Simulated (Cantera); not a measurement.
A perfectly stirred reactor is fed with H₂ : O₂ : N₂ : H₂O = 0.92 : 1 : 0.77 : 0.059 (molar parts), equivalence ratio 0.46, at 0.533 atm; it is held at 1325 K, and followed from long to short residence time.

Cantera simulation using the H2/O2 subset of GRI-Mech 3.0, which has no nitrogen chemistry; the numbers are that mechanism's predictions, not measurements. The temperature is held fixed by assumption; the heat of reaction is taken as removed at once.

x: mole fraction; the columns are a selection and need not sum to one.

```
τ (s)       x H₂   x O₂  x H₂O   x H₂O₂       x H      x OH       x O
------  --------  -----  -----  -------  --------  --------  --------
4.4      3.96e-5  0.236  0.428  2.28e-7   3.40e-7  0.000207   7.09e-6
1.9      6.95e-5  0.236  0.427  3.52e-7   7.86e-7  0.000272   1.26e-5
0.83           …  0.236  0.427        …         …         …         …
0.36           …  0.236  0.427        …         …         …         …
0.16    0.000364  0.236  0.427  1.14e-6   9.46e-6  0.000611   7.04e-5
0.069   0.000635  0.236  0.426  1.65e-6   2.21e-5  0.000805  0.000127
0.030    0.00110  0.236  0.426  2.35e-6   5.09e-5   0.00106  0.000229
0.013    0.00189  0.236  0.424  3.30e-6  0.000118   0.00141  0.000411
0.0058   0.00314  0.236  0.422  4.48e-6  0.000264   0.00187  0.000717
```

What belongs in the gaps?


- 0.83, x H₂: 0.000121
- 0.83, x H₂O₂: 5.30e-7
- 0.83, x H: 1.80e-6
- 0.83, x OH: 0.000356
- 0.83, x O: 2.23e-5
- 0.36, x H₂: 0.000212
- 0.36, x H₂O₂: 7.87e-7
- 0.36, x H: 4.18e-6
- 0.36, x OH: 0.000468
- 0.36, x O: 3.98e-5
